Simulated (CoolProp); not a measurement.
R134a along the isotherm 262.7 K: fugacity coefficient from the reference equation and from simpler models built on Tc = 374.2 K, pc = 40.59 bar, ω = 0.327; each cubic takes its own stable root.

Values from CoolProp's reference Helmholtz-energy equation of state, Tillner-Roth 1994.

```csv
p (bar),phase,reference,Redlich-Kwong,Soave-Redlich-Kwong,Peng-Robinson
0.193,gas,0.9939,0.9957,0.9951,0.9948
0.283,gas,0.9910,0.9936,0.9928,0.9924
0.415,gas,0.9868,0.9907,0.9894,0.9889
0.609,gas,0.9806,0.9863,0.9844,0.9837
0.894,gas,0.9716,0.9799,0.9771,0.9761
1.31,gas,0.9583,0.9706,0.9665,0.9649
1.93,gas,0.9385,0.9568,0.9507,0.9484
2.83,liquid,0.6546,0.9367,0.6633,0.6599
4.15,liquid,0.4484,0.8067,0.4547,0.4521
6.09,liquid,0.3077,0.5543,0.3123,0.3102
8.94,liquid,0.2117,0.3822,0.2152,0.2135
13.1,liquid,0.1466,0.2654,0.1493,0.1479
19.3,liquid,0.1017,0.1849,0.1039,0.1026
28.3,liquid,0.07157,0.1310,0.07347,0.07223
41.5,liquid,0.05110,0.09439,0.05280,0.05160
60.9,liquid,0.03725,0.06970,0.03886,0.03764
```

At some of these states Redlich-Kwong gives the other phase, because its saturation line lies elsewhere.
